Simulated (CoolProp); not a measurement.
CH2F2 (R32) at several states: Z from the reference equation and from simpler models built on Tc = 78.1 °C, pc = 5.783 MPa, ω = 0.277; each cubic takes its own stable root.

Model: reference Helmholtz-energy equation of state, Tillner-Roth 1997, in CoolProp.

| T (°C) | p (MPa) | phase | reference |
|---|---|---|---|
| -126.25 | 0.467 | liquid | 0.01417 |
| 156.55 | 4.02 | gas | 0.8665 |
| -50.75 | 7.79 | liquid | 0.1791 |
| 151.35 | 6.26 | supercritical | 0.7775 |
| 3.85 | 0.0168 | gas | 0.9973 |
| -41.75 | 0.0131 | gas | 0.9957 |

**Question.** How far does each simpler model (van der Waals, Redlich-Kwong, Soave-Redlich-Kwong, Peng-Robinson) lie from the reference over these 6 states: mean and median of the absolute difference, and the worst?

**Answer.** 
- van der Waals: mean 32.2 %, median 1.2 %, worst +99.1 % at -126.25 °C and 0.467 MPa
- Redlich-Kwong: mean 11.2 %, median 0.5 %, worst +33.7 % at -126.25 °C and 0.467 MPa
- Soave-Redlich-Kwong: mean 11.0 %, median 3.2 %, worst +31.6 % at -126.25 °C and 0.467 MPa
- Peng-Robinson: mean 5.3 %, median 0.4 %, worst +17.3 % at -126.25 °C and 0.467 MPa
